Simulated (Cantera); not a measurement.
A closed system holds: 1 mol C, 2.1 mol H2O, 2.7 mol N2, 0.024 mol CO2, held at 1.20 bar.

Equilibrium computed with Cantera from the NASA thermochemical tables; the gas is ideal and each condensed phase is pure. Candidate condensed phases: C, C6H6, C7H8, C8H18, H2O; 169 gas species. Ions and electrons are included (thermal ionisation). Equilibrium is a limit: real reactors are often held back by kinetics, nucleation or transport.

Task: At 4227 °C, list the 5 most abundant gas species with their mole fractions, and the condensed phases.

Result: H 0.432, N2 0.302, CO 0.116, O 0.109, H2 0.0187. Condensed: gas only.
